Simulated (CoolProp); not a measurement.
R1234ze(Z) along the isobar 18100 kPa: fugacity coefficient from the reference equation and from simpler models built on Tc = 150.1 °C, pc = 3531 kPa, ω = 0.327; each cubic takes its own stable root.

Values from CoolProp's reference Helmholtz-energy equation of state, Akasaka 2019.

```csv
T (°C),phase,reference,van der Waals,Redlich-Kwong,Soave-Redlich-Kwong,Peng-Robinson
38.55,liquid,0.02651,0.1281,0.05172,0.03136,0.02839
50.25,liquid,0.03636,0.1453,0.06599,0.04315,0.03898
61.85,liquid,0.04832,0.1632,0.08210,0.05751,0.05186
73.55,liquid,0.06272,0.1820,0.1003,0.07482,0.06740
85.25,liquid,0.07956,0.2013,0.1202,0.09506,0.08558
96.85,liquid,0.09865,0.2209,0.1417,0.1180,0.1062
108.55,liquid,0.1203,0.2411,0.1648,0.1440,0.1296
120.15,liquid,0.1439,0.2615,0.1890,0.1723,0.1552
131.85,liquid,0.1699,0.2823,0.2144,0.2033,0.1832
143.55,liquid,0.1977,0.3032,0.2408,0.2365,0.2132
155.15,supercritical,0.2269,0.3241,0.2676,0.2711,0.2446
166.85,supercritical,0.2576,0.3452,0.2951,0.3075,0.2777
```
